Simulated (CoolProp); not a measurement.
Properties of R1234yf along the isobar 0.166 MPa (Tc = 367.8 K, pc = 3.384 MPa, ω = 0.276).

Model: reference Helmholtz-energy equation of state, Lemmon 2022, in CoolProp.

```
T (K)   phase  density (kg/m³)  isothermal compressibility (1/MPa)  viscosity (µPa s)  conductivity (mW/(m K))
-----  ------  ---------------  ----------------------------------  -----------------  -----------------------
202.5  liquid             1373                            0.001391                548                     96.9
228.4  liquid             1305                            0.001958                361                     87.2
254.4  liquid             1233                            0.002917                252                     77.8
280.3     gas            8.512                               6.326               11.6                     12.3
306.2     gas            7.692                               6.238               12.7                     14.5
332.2     gas            7.029                               6.181               13.8                     16.7
358.1     gas            6.483                               6.144               14.9                     18.9
384.1     gas            6.018                               6.117               15.9                     21.1
410       gas            5.620                               6.097               16.9                     23.3
```

Viscosity comes from a separate model (Bell 2016), an estimate that may be off by 10 % or more. Thermal conductivity comes from a separate model (Perkins 2011).
